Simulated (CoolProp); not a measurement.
Values from CoolProp's reference Helmholtz-energy equation of state, Lemmon 2016.

Question: For R365MFC, give the phase and the Z, isothermal compressibility (1/MPa), expansivity (1/kK) at 103.25 °C and 237 kPa; 110.65 °C and 237 kPa; 140.25 °C and 237 kPa.

Answer: 
- 103.25 °C and 237 kPa: gas; Z 0.946, isothermal compressibility 4.48, expansivity 3.25
- 110.65 °C and 237 kPa: gas; Z 0.950, isothermal compressibility 4.45, expansivity 3.13
- 140.25 °C and 237 kPa: gas; Z 0.962, isothermal compressibility 4.39, expansivity 2.75
